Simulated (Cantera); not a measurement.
Cantera run:

```python
import numpy as np
import cantera as ct

gas_names = """
    O2 CO
""".split()
cond_names = """
    Ti(b) TiC(s) TiO(b) TiO2(ru) Ti2O3(b) Ti3O5(b) Ti4O7(s)
""".split()


# ... load() reads the species with a 1 bar reference pressure and builds the phases ...
species = {s.name: s for s in load("nasa_gas.yaml", gas_names) + load("nasa_condensed.yaml", cond_names)}
T = 1275
g = {n: (s.thermo.h(T) - T * s.thermo.s(T)) / (ct.gas_constant * T * np.log(10)) for n, s in species.items()}
valid = cond_names  # the entries whose range holds T


def stable(la, lb):
    # potentials (over RT ln 10) of the two non-metals from log10 p(O2) and log10 p(CO) in bar
    mu = {}
    mu["O"] = (g["O2"] + la) / 2
    mu["C"] = (g["CO"] + lb - 1 * mu["O"]) / 1
    cost = {}
    for n in valid:
        c = species[n].composition
        cost[n] = (g[n] - sum(c.get(e, 0) * m for e, m in mu.items())) / c["Ti"]
    return min(cost, key=cost.get)


results = []
for lb in [1, -0.9, -2.8, -4.7, -6.6, -8.5, -10.4, -12.3, -14.2, -16.1, -18]:
    row = [stable(la, lb) for la in [-24, -22.3, -20.6, -18.9, -17.1, -15.4, -13.7, -12, -10.3, -8.6, -6.9, -5.1, -3.4, -1.7, 0]]
    results.append(row)
    print(f"{lb:6.1f}  " + " ".join(f"{valid.index(n):x}" for n in row))
print("key: " + ", ".join(f"{i:x} {n}" for i, n in enumerate(valid)))
```

Result:

```
   1.0  1 1 1 3 3 3 3 3 3 3 3 3 3 3 3
  -0.9  1 1 6 3 3 3 3 3 3 3 3 3 3 3 3
  -2.8  1 5 6 3 3 3 3 3 3 3 3 3 3 3 3
  -4.7  4 5 6 3 3 3 3 3 3 3 3 3 3 3 3
  -6.6  4 5 6 3 3 3 3 3 3 3 3 3 3 3 3
  -8.5  4 5 6 3 3 3 3 3 3 3 3 3 3 3 3
 -10.4  4 5 6 3 3 3 3 3 3 3 3 3 3 3 3
 -12.3  4 5 6 3 3 3 3 3 3 3 3 3 3 3 3
 -14.2  4 5 6 3 3 3 3 3 3 3 3 3 3 3 3
 -16.1  4 5 6 3 3 3 3 3 3 3 3 3 3 3 3
 -18.0  4 5 6 3 3 3 3 3 3 3 3 3 3 3 3
key: 0 Ti(b), 1 TiC(s), 2 TiO(b), 3 TiO2(ru), 4 Ti2O3(b), 5 Ti3O5(b), 6 Ti4O7(s)
```

Cantera with NASA thermochemical tables; ideal gases at 1 bar, condensed phases pure. TiC, TiO: taken at fixed stoichiometry. Not in the tables: Magnéli phases beyond Ti4O7, TiC-TiO solid solutions. Part of the grid cannot be reached: there another gas would pass 10 bar, or a non-metal would condense.
